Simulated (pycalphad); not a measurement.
Computed with pycalphad from the COST 507 light-alloy database (1999), at 1 atm. No gas phase is included, though pure Mg would boil below 1650 K. The database dates from 1999; later assessments differ in places, in temperatures and in the compounds included. Kinetics are ignored, which matters at the lower temperatures.

**Mg-0.89Si-3.83Al (at.%): equilibrium cooling sequence**

```json
[
 {"T (K)": "893.8", "phases above": "liquid", "phases below": "hcp + liquid"},
 {"T (K)": "887.3", "phases above": "hcp + liquid", "phases below": "hcp + liquid + MG2SI"},
 {"T (K)": "834.9", "phases above": "hcp + liquid + MG2SI", "phases below": "hcp + MG2SI"},
 {"T (K)": "517.2", "phases above": "hcp + MG2SI", "phases below": "ALMG_GAMMA + hcp + MG2SI"}
]
```

Changes were sought between steps of 50 K, so a narrower field can be missed.

Database names, with the compositions (at.%) that they take in these runs: MG2SI: Mg 67 Si 33; ALMG_GAMMA: Mg 59 Al 41.
